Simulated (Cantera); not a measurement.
Input: 1 mol SiCl₄, 0.79 mol HCl, 17 mol N₂, equilibrated at 315 Torr.

Method: chemical equilibrium by Gibbs-energy minimisation in Cantera with the NASA 1993 tables (ideal gas, pure condensed phases). Candidate condensed phases: NH₄Cl, Si, Si₃N₄; 28 gas species. The tables' values for SiCl₃ are old estimates; treat these amounts as uncertain. The numbers say what is thermodynamically allowed, not how fast it happens.

x: gas mole fraction; nothing condenses.

```tsv
T (°C)	x N₂	x SiCl₄	x HCl	x Cl	x SiCl₃	x SiCl₂	x Cl₂
577	0.905	0.0532	0.0420	7.39e-9	1.05e-9	<1e-12	2.95e-8
652	0.905	0.0532	0.0420	?	1.38e-8	<1e-12	?
727	0.905	0.0532	0.0420	2.66e-7	1.23e-7	6.93e-12	1.97e-7
802	0.905	0.0532	0.0420	1.12e-6	7.93e-7	1.87e-10	4.34e-7
877	0.905	0.0532	0.0420	4.12e-6	3.81e-6	2.98e-9	9.47e-7
952	0.905	0.0532	0.0420	1.36e-5	1.43e-5	3.03e-8	2.08e-6
1027	0.905	0.0532	0.0420	4.05e-5	4.43e-5	2.19e-7	4.48e-6
1102	0.905	0.0531	0.0420	0.000109	0.000119	1.22e-6	9.18e-6
1177	0.904	0.0529	0.0420	0.000268	0.000285	5.60e-6	1.78e-5
1252	0.904	0.0525	0.0420	?	0.000619	?	?
1327	0.904	0.0518	0.0420	0.00128	0.00124	7.25e-5	5.68e-5
1402	0.902	0.0506	0.0419	0.00253	0.00228	0.000213	9.50e-5
1477	0.900	0.0485	0.0418	0.00472	0.00390	0.000557	0.000152
```

**Question.** Fill in the missing entries.

**Answer.** 
- 1252, x Cl: 0.000607
- 1252, x SiCl₂: 2.17e-5
- 1252, x Cl₂: 3.25e-5
- 652, x Cl: 5.13e-8
- 652, x Cl₂: 8.25e-8
